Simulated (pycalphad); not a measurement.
An equivalent pycalphad script:

```python
from pycalphad import Database, equilibrium, calculate, variables as v
import numpy as np
db = Database('COST507.tdb')
comps = ['TI', 'HF', 'B', 'VA']
phases = ['B2M', 'B2TI', 'B4M3', 'B4TI3', 'BCC_A2', 'BETA_RHOMBO_B', 'BM', 'BTI', 'HCP_A3', 'LIQUID']
eq = equilibrium(db, comps, phases, {v.X('HF'): 0.0105, v.X('B'): 0.0153, v.T: np.arange(2850, 499, -75), v.P: 101325, v.N: 1}, output=['HM', 'SM'])
```

CALPHAD calculation (pycalphad, COST 507 light-alloy database (1999)), 1 atm. These are 1990s assessments: newer ones move some temperatures and phases. Phase fractions are per mole of atoms. Diffusion is slow at the low end, where real alloys seldom reach equilibrium.

Results at three of the temperatures:

```
T = 1350.00 K, P = 101325 Pa, N = 1 mol of atoms
G = -72848 J/mol, H = 33181 J/mol, S = 78.54 J/(mol K)  (SER reference)
chemical potentials (J/mol): Ti -70317, Hf -140947, B -187270
phase             fraction      x(Ti)      x(Hf)       x(B)
BCC_A2              0.9724     0.9877     0.0108     0.0016
BM                  0.0276     0.4993   0.000727     0.5000
```

```
T = 900.00 K, P = 101325 Pa, N = 1 mol of atoms
G = -41017 J/mol, H = 14936 J/mol, S = 62.17 J/(mol K)  (SER reference)
chemical potentials (J/mol): Ti -38496, Hf -79610, B -175080
phase             fraction      x(Ti)      x(Hf)       x(B)
HCP_A3              0.9710     0.9884     0.0108   0.000811
BM                  0.0290     0.4995   0.000536     0.5000
```

```
T = 525.00 K, P = 101325 Pa, N = 1 mol of atoms
G = -20516 J/mol, H = 3661 J/mol, S = 46.05 J/(mol K)  (SER reference)
chemical potentials (J/mol): Ti -18019, Hf -36570, B -168526
phase             fraction      x(Ti)      x(Hf)       x(B)
HCP_A3              0.9696     0.9891     0.0108   8.31e-05
BM                  0.0304     0.4998   0.000164     0.5000
```

Changes of the phase set, refined by bisection:

| T (K) | phases above | phases below |
|---|---|---|
| 1906.3 | liquid | bcc + liquid |
| 1814.2 | bcc + liquid | bcc + BM |
| 1148.3 | bcc + BM | bcc + BM + hcp |
| 1145.7 | bcc + BM + hcp | BM + hcp |

Database names, with the compositions (at.%) that they take in these runs: BM: Ti 50 B 50. BCC_A2 is bcc; HCP_A3 is hcp.
